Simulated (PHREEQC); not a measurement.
Make-up at 25 °C: 64 mmol/kgw KOH, 0.046 mmol/kgw H2SiF6 and 0.37 mmol/kgw Na2HAsO4. Closed to the air; pH follows from the charge balance.

Model: ion-association model, wateq4f.dat, run in PHREEQC.

This is a speciation only: nothing precipitates in the calculation.

Question: What pH does the model give?

Answer: pH 12.70.

Question: In which forms is As present?

Answer: AsO4-3 97 %, HAsO4-2 2.9 % of the As.

SiF6-2 is the database's only silicon fluoride.
